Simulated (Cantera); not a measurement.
Charge: 1 mol Fe2O3, 4.7 mol C, 0.4 mol CO, at 2498.15 K.

Method: chemical equilibrium by Gibbs-energy minimisation in Cantera with the NASA 1993 tables (ideal gas, pure condensed phases). Candidate condensed phases: C, Fe, Fe(CO)5, FeO, Fe2O3, Fe3O4; 15 gas species. Kinetics and transport are ignored.

Task: At 2.70 mbar, list the 5 most abundant gas species with their mole fractions, and the condensed phases.

Result: CO 0.629, Fe 0.370, C3 0.000179, C 6.01e-5, C2 1.65e-5. Condensed: C(graphite).
